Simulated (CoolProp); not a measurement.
A Linde-Hampson liquefier for nitrogen: isothermal reversible compression at 280 K from 1 atm to 15 MPa, throttling to 1 atm, return gas leaving the recuperator 10 K below the feed. Each further row changes one setting.

The numbers come from the reference Helmholtz-energy equation of state, Span 2000 in CoolProp.

```csv
case,liquid yield per pass,compression work (kJ/kg of gas)
as stated,___,413
high pressure 30 MPa,___,___
warm-end temperature 310 K,___,___
warm-end gap 15 K,___,413
```

Problem. Complete the blanks.

Solution. 
- as stated, liquid yield per pass: 0.052
- high pressure 30 MPa, liquid yield per pass: 0.086
- high pressure 30 MPa, compression work (kJ/kg of gas): 474
- warm-end temperature 310 K, liquid yield per pass: 0.033
- warm-end temperature 310 K, compression work (kJ/kg of gas): 461
- warm-end gap 15 K, liquid yield per pass: 0.039
